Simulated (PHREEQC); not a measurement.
Solution (25 °C): 0.0014 mol Al2(SO4)3 and 0.13 mol NaHCO3 per kg of water. Closed to the air; pH follows from the charge balance.

All values are PHREEQC results (ion-association model, wateq4f.dat), not measurements.

Each row changes one thing in this solution. Precipitation was switched off in this run.

```
case                                                pH  ionic strength (mol/kgw)  HCO3- (mol/kgw)  CO2 (mol/kgw)  NaHCO3 (mol/kgw)  SO4-2 (mol/kgw)  SI of Nahcolite (NaHCO3)  SI of Mirabilite (Na2SO4:10H2O)
------------------------------------------------  ----  ------------------------  ---------------  -------------  ----------------  ---------------  ------------------------  -------------------------------
as made                                           7.23                     0.128            0.114         0.0114           0.00459          0.00346                     -1.53                            -3.87
Al2(SO4)3 replaced by MgSO4 at the same molality  7.97                     0.129            0.120        0.00219           0.00483          0.00113                     -1.50                            -4.36
diluted 2-fold with water                         7.26                    0.0653           0.0578        0.00568           0.00133          0.00185                     -2.07                            -4.58
diluted 10-fold with water                        7.32                    0.0133           0.0118        0.00113           6.79e-5         0.000403                     -3.37                            -6.36
Al2(SO4)3 replaced by ZnSO4 at the same molality  7.72                     0.128            0.118        0.00379           0.00475          0.00115                     -1.51                            -4.35
NaHCO3 from 0.13 to 0.065 mol/kgw                 6.94                    0.0672           0.0528         0.0109           0.00121          0.00371                     -2.11                            -4.29
diluted 5-fold with water                         7.30                    0.0265           0.0234        0.00226          0.000249         0.000785                     -2.80                            -5.57
temperature from 25 to 10 °C                      7.35                     0.128            0.114         0.0112           0.00465          0.00351                     -1.38                            -3.11
```

Species that the database lacks are ignored. Some of these states are supersaturated (in Basaluminite, Al(OH)3(a), Magnesite (slow to form), for instance). At this temperature some constants are extrapolated from 25 °C, and those without enthalpy data are left unchanged. The database's zinc carbonate complexes are estimates, stronger than later reviews accept.
